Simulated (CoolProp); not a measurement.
Aqueous potassium carbonate as a coolant, at -2 °C, 1 atm.

The numbers come from the Melinder's fits for secondary coolants in CoolProp.

```tsv
mass %	freezing point (°C)	viscosity (mPa s)	cp (kJ/(kg K))	Prandtl number	conductivity (W/(m K))
11.6	-4.3	2.36	3.593	15.4	0.551
14.8	-5.8	2.55	3.470	16.1	0.548
18.1	-7.6	2.79	3.346	17.1	0.545
21.3	-9.7	3.09	3.226	18.4	0.542
24.5	-12.4	3.49	3.109	20.2	0.538
27.7	-15.7	4.02	2.997	22.5	0.535
30.9	-19.9	4.73	2.896	25.8	0.532
```
